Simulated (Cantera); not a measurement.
# Ignition delay

Mixture: 20.5 % CO, 9.22 % H2, 9.28 % O2, 52.0 % N2, 9.01 % H2O, equivalence ratio 1.6, at 1000000 Pa, adiabatic and at constant pressure. Ignition delay is the time to a rise of 400 K.

Computed with Cantera and GRI-Mech 3.0 (53 species, 325 reactions). The hydrogen kinetics of GRI-Mech 3.0 are dated; newer H2 mechanisms differ, most at raised pressure.

```tsv
T0 (K)	delay (ms)
1000	5.76
1050	1.96
1100	0.714
1150	0.273
1200	0.107
1250	0.0430
1300	0.0190
```

The apparent activation energy between 1200 and 1300 K is 220 kJ/mol.
